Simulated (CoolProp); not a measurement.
Computed with CoolProp (reference Helmholtz-energy equation of state, Platzer 1990). This equation is an older, rougher fit; its heat capacities, sound speeds and derivatives of the liquid may be far off and weren't checked against measurements.

Task: Give the vapour pressure (MPa), liquid density (kg/m³), vapour density (kg/m³), enthalpy of vaporisation (kJ/kg) of saturated c-C4F8 (RC318) at -8.15, 30.85, 56.85 °C.

Result: 
```tsv
T (°C)	p (MPa)	liquid density (kg/m³)	vapour density (kg/m³)	enthalpy of vaporisation (kJ/kg)
-8.15	0.0925	1620	8.76	118
30.85	0.375	1470	33.6	102
56.85	0.775	1360	70.3	87.9
```
